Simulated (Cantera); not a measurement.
A closed system holds: 1 mol Si(CH₃)₄, 1.5 mol C₂H₄, 420 mol H₂, equilibrated at 1.43 Torr.

Equilibrium computed with Cantera from the NASA thermochemical tables; the gas is ideal and each condensed phase is pure. Candidate condensed phases: C, C₆H₆, C₇H₈, C₈H₁₈, Si, SiC; 87 gas species. Kinetics and transport are ignored.

Question: Which condensed phases are stable at each of these points (T (°C)): 1302, 1402, 1502, 1602, 1702, 1802, 1902, 2002, 2102, 2202, 2302?

Answer: 
```
T (°C)      condensed phases  Si condensed (%)
------  --------------------  ----------------
1302    C(graphite) + SiC(s)             100.0
1402    C(graphite) + SiC(s)              99.8
1502    C(graphite) + SiC(s)              98.8
1602    C(graphite) + SiC(s)              92.4
1702    C(graphite) + SiC(s)              58.4
1802             C(graphite)               0.0
1902             C(graphite)               0.0
2002             C(graphite)               0.0
2102             C(graphite)               0.0
2202                gas only               0.0
2302                gas only               0.0
```

From 1302 °C to 1702 °C the condensed part is C(graphite) + SiC(s). From 1802 °C to 2102 °C the condensed part is C(graphite). From 2202 °C to 2302 °C nothing is condensed.
